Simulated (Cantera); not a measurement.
Feed: 1 mol CuO, 6 mol C, 1.6 mol CO, equilibrated at 2302 °C and 1700 Pa.

Method: chemical equilibrium by Gibbs-energy minimisation in Cantera with the NASA 1993 tables (ideal gas, pure condensed phases). Candidate condensed phases: C, Cu, CuO, Cu2O; 15 gas species. Rates play no part.

Base state: CO 0.722, Cu 0.278, C3 9.07e-5, Cu2 8.91e-5, C 2.66e-5 (mole fractions); condensed: C(graphite).

**Question.** What changes in the equilibrium state with this change: pressure from 1700 Pa to 37000 Pa?

**Answer.** 
```
species            before    after
----------------  -------  -------
CO                  0.722    0.724
Cu                  0.278    0.275
Cu2               8.91e-5  0.00190
C3                9.07e-5  4.17e-6
C                 2.66e-5  1.22e-6
C(graphite), mol     5.00     5.00
```

**Question.** What changes in the equilibrium state with this change: temperature from 2302 °C to 1627 °C?

**Answer.** 
```csv
species,before,after
CO,0.722,0.905
Cu,0.278,0.0950
Cu2,8.91e-5,0.000274
C3,9.07e-5,<1e-9
C,2.66e-5,<1e-9
"C(graphite), mol",5.00,5.00
"Cu(l), mol",0,0.725
```

**Question.** What changes in the equilibrium state with this change: CuO replaced by TiO2?

**Answer.** 
| species | before | after |
|---|---|---|
| CO | 0.722 | 1.000 |
| Ti | 0 | 0.000246 |
| C3 | 9.07e-5 | 9.07e-5 |
| Cu | 0.278 | 0 |
| Cu2 | 8.91e-5 | 0 |
| C | 2.66e-5 | 2.66e-5 |
| C(graphite), mol | 5.00 | 3.00 |
| TiC(s), mol | 0 | 0.999 |
TiC: taken at fixed stoichiometry. Further candidate phases: Ti, TiC, TiO, TiO2, Ti2O3, Ti3O5, Ti4O7.
